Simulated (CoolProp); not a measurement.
Vapour-liquid equilibrium of ethylene (1) + n-butane (2) at 0.224 MPa; x and y are mole fractions of (1).

Computed with CoolProp (multi-fluid Helmholtz-energy mixture model, Smukala 2000 and Bücker 2006; pair parameters Bell 2016).

```json
[
 {"x": "0.05", "bubble temperature (°C)": "-11.3", "y at the bubble point": "0.705", "dew temperature at overall composition x (°C)": "20.7", "liquid density (mol/L)": "10.75"},
 {"x": "0.2", "bubble temperature (°C)": "-49.4", "y at the bubble point": "0.959", "dew temperature at overall composition x (°C)": "15.3", "liquid density (mol/L)": "12.20"},
 {"x": "0.35", "bubble temperature (°C)": "-62.5", "y at the bubble point": "0.985", "dew temperature at overall composition x (°C)": "9.2", "liquid density (mol/L)": "13.35"},
 {"x": "0.5", "bubble temperature (°C)": "-71.1", "y at the bubble point": "0.993", "dew temperature at overall composition x (°C)": "1.9", "liquid density (mol/L)": "14.56"},
 {"x": "0.65", "bubble temperature (°C)": "-77.9", "y at the bubble point": "0.997", "dew temperature at overall composition x (°C)": "-7.2", "liquid density (mol/L)": "15.90"},
 {"x": "0.8", "bubble temperature (°C)": "-83.5", "y at the bubble point": "0.999", "dew temperature at overall composition x (°C)": "-20.2", "liquid density (mol/L)": "17.37"},
 {"x": "0.95", "bubble temperature (°C)": "-87.8", "y at the bubble point": "1.000", "dew temperature at overall composition x (°C)": "-46.1", "liquid density (mol/L)": "18.94"}
]
```

No azeotrope shows between x = 0.05 and 0.95.

The pair parameters rest on a limited set of measurements; away from them the model extrapolates. The gap from Raoult's law changes sign with composition, which may be real or a fault of the pair parameters; it wasn't checked against measurements.
